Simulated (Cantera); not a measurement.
Si(CH3)4 + HCl + H2 (silicon carbide growth)

Charge: 1 mol Si(CH3)4, 0.072 mol HCl, 3.4 mol H2, at 9.75 Torr.

Method: chemical equilibrium by Gibbs-energy minimisation in Cantera with the NASA 1993 tables (ideal gas, pure condensed phases). Candidate condensed phases: C, C6H6, C7H8, C8H18, Si, SiC; 109 gas species. The tables' values for SiCl are old estimates; treat these amounts as uncertain. Gases not in the tables: Si2H6 and higher silanes. Kinetics and transport are ignored.

From 1475 K to 2075 K the condensed part is C(graphite) + SiC(s). The main Si-bearing gas is SiCl2 at 1475 K and Si at 2075 K.

```tsv
T (K)	log p H2	log p H	log p HCl	log p C2H2 (acetylene)	log p Si	n C(graphite)	n SiC(s)
1475	-1.89	-5.83	-4.01	-7.07	-10.42	3.00	1.000
1550	-1.89	-5.45	-4.01	-6.68	-9.53	3.00	1.000
1625	-1.89	-5.10	-4.01	-6.34	-8.73	3.00	1.000
1700	-1.89	-4.78	-4.01	-6.02	-8.00	3.00	1.000
1775	-1.89	-4.48	-4.01	-5.74	-7.33	3.00	1.000
1850	-1.89	-4.21	-4.01	-5.47	-6.71	3.00	1.000
1925	-1.89	-3.97	-4.01	-5.23	-6.15	2.99	0.999
2000	-1.90	-3.74	-4.01	-5.01	-5.62	2.99	0.998
2075	-1.90	-3.52	-4.02	-4.81	-5.14	2.98	0.993
```
log p: log10 of the partial pressure in bar; n: condensed amount in mol.
